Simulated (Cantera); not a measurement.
Input: 1 mol Si3N4, 0.3 mol CO2, 16 mol N2, equilibrated at 1.80 mbar.

Cantera equilibrium calculation (NASA polynomials, part measured and part estimated; ideal gas, pure solids and liquids). Candidate condensed phases: C, Si, SiC, SiO2, Si2N2O, Si3N4; 34 gas species. Mutual solubility and eutectic melting of coexisting phases are not modelled. The tables' values for SiN are old estimates; treat these amounts as uncertain. The numbers say what is thermodynamically allowed, not how fast it happens.

x: gas mole fraction; n: condensed amount in mol.

```json
[
 {"T (K)": "923", "x N2": "1.00", "x Si": "<1e-12", "x SiO": "<1e-12", "x CO": "3.96e-10", "x Si2C": "<1e-12", "x Si2": "<1e-12", "x Si2N": "<1e-12", "n C(graphite)": "0.300", "n Si2N2O(s)": "0.600", "n Si3N4(s)": "0.600", "n SiC(s)": "0", "n Si(l)": "0"},
 {"T (K)": "1023", "x N2": "1.00", "x Si": "<1e-12", "x SiO": "<1e-12", "x CO": "2.72e-8", "x Si2C": "<1e-12", "x Si2": "<1e-12", "x Si2N": "<1e-12", "n C(graphite)": "0.300", "n Si2N2O(s)": "0.600", "n Si3N4(s)": "0.600", "n SiC(s)": "0", "n Si(l)": "0"},
 {"T (K)": "1123", "x N2": "1.000", "x Si": "<1e-12", "x SiO": "2.29e-11", "x CO": "8.67e-7", "x Si2C": "<1e-12", "x Si2": "<1e-12", "x Si2N": "<1e-12", "n C(graphite)": "0.300", "n Si2N2O(s)": "0.600", "n Si3N4(s)": "0.600", "n SiC(s)": "0", "n Si(l)": "0"},
 {"T (K)": "1223", "x N2": "1.000", "x Si": "1.80e-12", "x SiO": "3.79e-9", "x CO": "1.56e-5", "x Si2C": "<1e-12", "x Si2": "<1e-12", "x Si2N": "<1e-12", "n C(graphite)": "0.300", "n Si2N2O(s)": "0.600", "n Si3N4(s)": "0.600", "n SiC(s)": "0", "n Si(l)": "0"},
 {"T (K)": "1323", "x N2": "1.000", "x Si": "3.11e-10", "x SiO": "2.87e-7", "x CO": "9.44e-5", "x Si2C": "<1e-12", "x Si2": "<1e-12", "x Si2N": "<1e-12", "n C(graphite)": "0", "n Si2N2O(s)": "0.598", "n Si3N4(s)": "0.502", "n SiC(s)": "0.298", "n Si(l)": "0"},
 {"T (K)": "1423", "x N2": "1.000", "x Si": "2.59e-8", "x SiO": "1.16e-5", "x CO": "0.000253", "x Si2C": "2.08e-11", "x Si2": "<1e-12", "x Si2N": "___", "n C(graphite)": "0", "n Si2N2O(s)": "0.596", "n Si3N4(s)": "0.504", "n SiC(s)": "0.296", "n Si(l)": "0"},
 {"T (K)": "1523", "x N2": "0.999", "x Si": "1.19e-6", "x SiO": "0.000288", "x CO": "0.000596", "x Si2C": "2.17e-9", "x Si2": "2.14e-10", "x Si2N": "___", "n C(graphite)": "0", "n Si2N2O(s)": "0.586", "n Si3N4(s)": "0.511", "n SiC(s)": "0.290", "n Si(l)": "0"},
 {"T (K)": "1623", "x N2": "0.994", "x Si": "3.42e-5", "x SiO": "0.00475", "x CO": "0.00126", "x Si2C": "1.27e-7", "x Si2": "3.87e-8", "x Si2N": "___", "n C(graphite)": "0", "n Si2N2O(s)": "0.501", "n Si3N4(s)": "0.547", "n SiC(s)": "0.279", "n Si(l)": "0"},
 {"T (K)": "1723", "x N2": "0.967", "x Si": "0.000546", "x SiO": "0.0303", "x CO": "0.00191", "x Si2C": "3.78e-6", "x Si2": "2.59e-6", "x Si2N": "___", "n C(graphite)": "0", "n Si2N2O(s)": "0", "n Si3N4(s)": "0", "n SiC(s)": "0.264", "n Si(l)": "2.16"},
 {"T (K)": "1823", "x N2": "0.965", "x Si": "0.00246", "x SiO": "0.0287", "x CO": "0.00346", "x Si2C": "2.94e-5", "x Si2": "1.59e-5", "x Si2N": "___", "n C(graphite)": "0", "n Si2N2O(s)": "0", "n Si3N4(s)": "0", "n SiC(s)": "0.235", "n Si(l)": "2.18"},
 {"T (K)": "1923", "x N2": "0.958", "x Si": "0.00942", "x SiO": "0.0263", "x CO": "0.00565", "x Si2C": "0.000184", "x Si2": "8.05e-5", "x Si2N": "___", "n C(graphite)": "0", "n Si2N2O(s)": "0", "n Si3N4(s)": "0", "n SiC(s)": "0.190", "n Si(l)": "2.12"},
 {"T (K)": "2023", "x N2": "0.935", "x Si": "0.0316", "x SiO": "0.0229", "x CO": "0.00829", "x Si2C": "0.000954", "x Si2": "0.000346", "x Si2N": "___", "n C(graphite)": "0", "n Si2N2O(s)": "0", "n Si3N4(s)": "0", "n SiC(s)": "0.122", "n Si(l)": "1.75"},
 {"T (K)": "2123", "x N2": "0.869", "x Si": "0.0945", "x SiO": "0.0186", "x CO": "0.0104", "x Si2C": "0.00403", "x Si2": "0.00129", "x Si2N": "___", "n C(graphite)": "0", "n Si2N2O(s)": "0", "n Si3N4(s)": "0", "n SiC(s)": "0", "n Si(l)": "0.372"},
 {"T (K)": "2223", "x N2": "0.849", "x Si": "0.119", "x SiO": "0.0157", "x CO": "0.0126", "x Si2C": "0.00148", "x Si2": "0.000932", "x Si2N": "___", "n C(graphite)": "0", "n Si2N2O(s)": "0", "n Si3N4(s)": "0", "n SiC(s)": "0", "n Si(l)": "0"}
]
```

Fill in the missing entries.


- 1423, x Si2N: 8.27e-11
- 1523, x Si2N: 1.09e-8
- 1623, x Si2N: 7.74e-7
- 1723, x Si2N: 2.25e-5
- 1823, x Si2N: 6.65e-5
- 1923, x Si2N: 0.000174
- 2023, x Si2N: 0.000411
- 2123, x Si2N: 0.000869
- 2223, x Si2N: 0.000381
